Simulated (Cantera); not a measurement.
Cantera with NASA thermochemical tables; ideal gases at 1 bar, condensed phases pure. Values are per mole of reaction as written; species without (g) are pure solids or liquids, kept so even where they would boil at 1 bar.

3 Cr₂O₃ + 3 NO₂(g) ⇌ 3 Cr₂N + 5 O₃(g)

```json
[
 {"T (K)": "598", "ΔH° (kJ)": "…", "ΔS° (J/K)": "…", "ΔG° (kJ)": "…", "log10 K": "…"},
 {"T (K)": "748", "ΔH° (kJ)": "…", "ΔS° (J/K)": "…", "ΔG° (kJ)": "…", "log10 K": "…"},
 {"T (K)": "898", "ΔH° (kJ)": "3626.8", "ΔS° (J/K)": "408.4", "ΔG° (kJ)": "3260.0", "log10 K": "-189.62"},
 {"T (K)": "1048", "ΔH° (kJ)": "3628.2", "ΔS° (J/K)": "409.9", "ΔG° (kJ)": "3198.7", "log10 K": "-159.43"},
 {"T (K)": "1198", "ΔH° (kJ)": "3630.2", "ΔS° (J/K)": "411.6", "ΔG° (kJ)": "3137.1", "log10 K": "-136.78"},
 {"T (K)": "1348", "ΔH° (kJ)": "3633.3", "ΔS° (J/K)": "414.1", "ΔG° (kJ)": "3075.1", "log10 K": "-119.16"},
 {"T (K)": "1498", "ΔH° (kJ)": "3638.2", "ΔS° (J/K)": "417.5", "ΔG° (kJ)": "3012.8", "log10 K": "-105.05"},
 {"T (K)": "1648", "ΔH° (kJ)": "3645.5", "ΔS° (J/K)": "422.1", "ΔG° (kJ)": "2949.8", "log10 K": "-93.50"},
 {"T (K)": "1798", "ΔH° (kJ)": "3655.7", "ΔS° (J/K)": "428.0", "ΔG° (kJ)": "2886.1", "log10 K": "-83.84"}
]
```

**Question.** Complete the blanks.

**Answer.** 
- 598, ΔH° (kJ): 3627.5
- 598, ΔS° (J/K): 409.6
- 598, ΔG° (kJ): 3382.6
- 598, log10 K: -295.46
- 748, ΔH° (kJ): 3626.7
- 748, ΔS° (J/K): 408.4
- 748, ΔG° (kJ): 3321.3
- 748, log10 K: -231.93
